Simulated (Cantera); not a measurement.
Input: 1 mol Cu2O, 1.5 mol C, 9.5 mol N2, equilibrated at 1775 K and 1.65 Torr.

Method: chemical equilibrium by Gibbs-energy minimisation in Cantera with the NASA 1993 tables (ideal gas, pure condensed phases). Candidate condensed phases: C, Cu, CuO, Cu2O; 27 gas species. Rates play no part.

Base state: N2 0.760, Cu 0.160, CO 0.0800, Cu2 0.000238 (mole fractions); condensed: C(graphite).

Q: What changes in the equilibrium state with this change: pressure from 1.65 Torr to 75.0 Torr?

A: 
| species | before | after |
|---|---|---|
| N2 | 0.760 | 0.901 |
| CO | 0.0800 | 0.0949 |
| Cu | 0.160 | 0.00404 |
| Cu2 | 0.000238 | 6.94e-6 |
| C(graphite), mol | 0.500 | 0.500 |
| Cu(l), mol | 0 | 1.96 |
